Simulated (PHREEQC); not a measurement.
Solution (25 °C): 0.41 mol/kgw MgSO4 and 0.21 mol/kgw MgCl2. Closed to the air; pH follows from the charge balance.

All values are PHREEQC results (Pitzer model, pitzer.dat), not measurements.

Problem. The ionic strength comes out as 2.27 mol/kgw. What activity coefficients do SO4-2, Mg+2, Cl- get?

Solution. SO4-2 0.035, Mg+2 0.18, Cl- 0.57. Single-ion values are on the MacInnes scale.

No solid was allowed to form.
